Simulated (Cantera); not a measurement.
Mixture: CH₄ : O₂ : N₂ = 1 : 1.82 : 6.84 (molar parts), equivalence ratio 1.1, at 3.36 atm, adiabatic and at constant volume. Ignition delay is the time to a rise of 400 K.

Model: GRI-Mech 3.0 (53 species, 325 reactions), integrated in Cantera.

Q: What does this change do: 0.31 parts CO2 added?

A: 
```json
[
 {"quantity": "delay at 1250 K", "before": "7.70 ms", "after": "8.10 ms"},
 {"quantity": "delay at 1350 K", "before": "2.27 ms", "after": "2.40 ms"},
 {"quantity": "delay at 1450 K", "before": "0.748 ms", "after": "0.790 ms"},
 {"quantity": "delay at 1550 K", "before": "0.273 ms", "after": "0.287 ms"},
 {"quantity": "delay at 1650 K", "before": "0.111 ms", "after": "0.117 ms"},
 {"quantity": "apparent activation energy between 1600 and 1700 K", "before": "190 kJ/mol", "after": "190 kJ/mol"}
]
```
